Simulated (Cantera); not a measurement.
## Stirred combustor or abatement burner

A perfectly stirred reactor is fed with 3.41 % CH4, 3.24 % CO, 19.7 % O2, 73.7 % N2, equivalence ratio 0.43, at 0.630 bar; it is adiabatic with a 573 K inlet, and is followed from long to short residence time, starting on the burning branch (τ in s: 0.13, 0.06, 0.027, 0.012, 0.0057, 0.0026, 0.0012, 0.00054, 0.00024, 0.00011, 5.1e-05).

Detailed kinetics in Cantera: GRI-Mech 3.0 (53 species, 325 reactions).

```tsv
τ (s)	T (K)	x CH4	x CO	x O2	x HCO	x HCN	x H2	x H2O
0.13	1614	1.08e-5	0.000495	0.114	1.13e-8	7.91e-10	6.63e-5	0.0688
0.060	1609	1.74e-5	0.000832	0.114	2.54e-8	8.69e-10	0.000110	0.0686
0.027	1601	2.86e-5	0.00142	0.114	5.83e-8	1.03e-9	0.000183	0.0683
0.012	1587	4.77e-5	0.00244	0.114	1.35e-7	1.42e-9	0.000303	0.0679
0.0057	1567	7.82e-5	0.00401	0.115	2.87e-7	2.13e-9	0.000471	0.0673
0.0026	1534	0.000139	0.00682	0.116	6.30e-7	3.50e-9	0.000728	0.0665
0.0012	1482	0.000278	0.0118	0.118	1.34e-6	5.76e-9	0.00109	0.0653
0.00054	1379	0.000859	0.0230	0.125	2.89e-6	9.79e-9	0.00178	0.0631
0.00024	573	0.0341	0.0324	0.197	<1e-12	<1e-12	<1e-12	<1e-12
0.00011	573	0.0341	0.0324	0.197	<1e-12	<1e-12	<1e-12	<1e-12
5.1e-5	573	0.0341	0.0324	0.197	<1e-12	<1e-12	<1e-12	<1e-12
```
x: mole fraction; the columns are a selection and need not sum to one.
